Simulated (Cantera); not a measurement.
# Stirred combustor or abatement burner

A perfectly stirred reactor is fed with CH₄ : O₂ : N₂ = 1 : 1.1 : 5.37 (molar parts), at 210 Torr; it is adiabatic with a 525 K inlet, and is followed from long to short residence time, starting on the burning branch (τ in s: 0.16, 0.06, 0.023, 0.0088, 0.0034, 0.0013, 0.0005, 0.00019, 7.3e-05).

Detailed kinetics in Cantera: GRI-Mech 3.0 (53 species, 325 reactions).

| τ (s) | T (K) | x CH₄ | x O₂ | x C₂H₂ | x H₂O | x OH | x CO | x C₂H₆ |
|---|---|---|---|---|---|---|---|---|
| 0.16 | 1705 | 0.00635 | 0.00104 | 0.00668 | 0.136 | 2.62e-5 | 0.0728 | 1.47e-5 |
| 0.060 | 1698 | 0.00732 | 0.00205 | 0.00701 | 0.138 | 3.66e-5 | 0.0719 | 3.06e-5 |
| 0.023 | 1678 | 0.00903 | 0.00423 | 0.00683 | 0.138 | 4.74e-5 | 0.0719 | 6.84e-5 |
| 0.0088 | 1614 | 0.0145 | 0.0118 | 0.00551 | 0.134 | 4.72e-5 | 0.0722 | 0.000240 |
| 0.0034 | 525 | 0.134 | 0.147 | <1e-12 | <1e-12 | <1e-12 | <1e-12 | <1e-12 |
| 0.0013 | 525 | 0.134 | 0.147 | <1e-12 | <1e-12 | <1e-12 | <1e-12 | <1e-12 |
| 0.00050 | 525 | 0.134 | 0.147 | <1e-12 | <1e-12 | <1e-12 | <1e-12 | <1e-12 |
| 0.00019 | 525 | 0.134 | 0.147 | <1e-12 | <1e-12 | <1e-12 | <1e-12 | <1e-12 |
| 7.3e-5 | 525 | 0.134 | 0.147 | <1e-12 | <1e-12 | <1e-12 | <1e-12 | <1e-12 |
x: mole fraction; the columns are a selection and need not sum to one.
